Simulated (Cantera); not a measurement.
## Thermodynamics of chemical vapour transport, feed MgO + Br₂ + N₂

Charge: 1 mol MgO, 0.92 mol Br₂, 1.7 mol N₂, equilibrated at 1.20 bar.

Equilibrium computed with Cantera from the NASA thermochemical tables; the gas is ideal and each condensed phase is pure. Candidate condensed phases: Br₂, Mg, MgBr₂, MgO; 17 gas species. Rates play no part.

| T (°C) | x N₂ | x Br₂ | x Br | x MgBr₂ | x O₂ | x NO | x O | x NO₂ | n MgO(s) |
|---|---|---|---|---|---|---|---|---|---|
| 1077 | 0.628 | 0.307 | 0.0624 | 0.00182 | 0.000895 | 3.16e-5 | 1.15e-8 | 2.02e-8 | 0.995 |
| 1127 | 0.621 | 0.291 | 0.0834 | 0.00305 | 0.00150 | 5.43e-5 | 3.34e-8 | 3.74e-8 | 0.992 |
| 1177 | 0.612 | 0.272 | 0.108 | 0.00485 | 0.00238 | 8.92e-5 | 8.94e-8 | 6.54e-8 | 0.987 |
| 1227 | 0.602 | 0.250 | 0.137 | 0.00737 | 0.00361 | 0.000140 | 2.23e-7 | 1.08e-7 | 0.979 |
| 1277 | 0.591 | 0.225 | 0.168 | 0.0107 | 0.00525 | 0.000212 | 5.18e-7 | 1.71e-7 | 0.969 |
| 1327 | 0.579 | 0.198 | 0.200 | 0.0149 | 0.00729 | 0.000309 | 1.13e-6 | 2.55e-7 | 0.956 |
| 1377 | 0.567 | 0.170 | 0.233 | 0.0199 | 0.00971 | 0.000435 | 2.33e-6 | 3.64e-7 | 0.940 |
| 1427 | 0.555 | 0.143 | 0.264 | 0.0254 | 0.0124 | 0.000592 | 4.55e-6 | 4.96e-7 | 0.922 |
x: gas mole fraction; n: condensed amount in mol.

From 1077 °C to 1427 °C the condensed part is MgO(s). The main Mg-bearing gas is MgBr₂ throughout. The share of Mg in condensed phases is highest at 1077 °C (99.5 %) and lowest at 1427 °C (92.2 %).
